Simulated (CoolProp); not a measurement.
Saturation properties of R245ca.

Values from CoolProp's reference Helmholtz-energy equation of state, Zhou 2016.

```csv
T (K),p (MPa),vapour Z,surface tension (mN/m)
256.9,0.01468,0.9910,21.7
270,0.02927,0.9847,20.0
283.1,0.05392,0.9757,18.3
296.1,0.09259,0.9637,16.6
309.2,0.1510,0.9483,14.9
322.2,0.2340,0.9293,13.2
335.3,0.3495,0.9062,11.5
348.4,0.5040,0.8787,9.88
361.4,0.7037,0.8466,8.29
374.5,0.9600,0.8090,6.74
387.6,1.281,0.7650,5.25
400.6,1.673,0.7135,3.85
413.7,2.156,0.6505,2.54
```

It boils at 298.4 K under 1 atm.

Surface tension comes from a separate correlation (Mulero 2012).
